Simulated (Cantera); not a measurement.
A jet of 5.65 % CH₄, 8.58 % O₂, 85.8 % N₂ at 300 K and 0.0365 atm hits a platinum plate 2.2 cm away at a mass flux of 0.024 kg/m²/s; the plate temperature is set and raised in steps from an oxygen-covered start.

Cantera simulation using Deutschmann's 1995 Pt surface mechanism with GRI-Mech 3.0 gas chemistry; the numbers are that mechanism's predictions, not measurements. Catalytic surfaces can have several steady states; this one follows from the mechanism file's or the stated starting coverage.

One state of this run: wall x CH₄ = 0.00732; wall x O₂ = 0.00380; wall x H₂O = 0.0877; wall x OH = <1e-8; wall x CO = 0.0411; wall x CO₂ = 0.0119; θ free Pt = 0.958; θ CO* = 0.0398; θ C* = 0.00156. x: mole fraction at the wall; θ: surface coverage.

Problem. Which value of plate T (K) does it belong to?
(A) 950
(B) 1250
(C) 1050
(D) 1100

Solution. C, 1050
